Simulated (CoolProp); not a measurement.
Octamethyltrisiloxane (MDM) along the isobar 10.3 bar: Z from the reference equation and from simpler models built on Tc = 565.4 K, pc = 14.38 bar, ω = 0.528; each cubic takes its own stable root.

The numbers come from the reference Helmholtz-energy equation of state, Thol 2017 in CoolProp.

```csv
T (K),phase,reference,van der Waals,Redlich-Kwong,Soave-Redlich-Kwong,Peng-Robinson
322.6,liquid,0.1147,0.1971,0.1344,0.1270,0.1130
332,liquid,0.1128,0.1935,0.1321,0.1246,0.1108
341.4,liquid,0.1110,0.1901,0.1301,0.1224,0.1087
350.9,liquid,0.1094,0.1869,0.1282,0.1203,0.1069
360.3,liquid,0.1080,0.1841,0.1265,0.1185,0.1052
369.7,liquid,0.1067,0.1815,0.1251,0.1169,0.1037
379.2,liquid,0.1054,0.1791,0.1237,0.1154,0.1023
388.6,liquid,0.1044,0.1770,0.1226,0.1141,0.1011
398,liquid,0.1034,0.1751,0.1217,0.1129,0.1000
407.5,liquid,0.1026,0.1734,0.1209,0.1120,0.09914
416.9,liquid,0.1019,0.1720,0.1204,0.1112,0.09842
426.3,liquid,0.1013,0.1708,0.1200,0.1106,0.09787
435.8,liquid,0.1008,0.1699,0.1198,0.1103,0.09750
445.2,liquid,0.1005,0.1692,0.1199,0.1101,0.09732
```
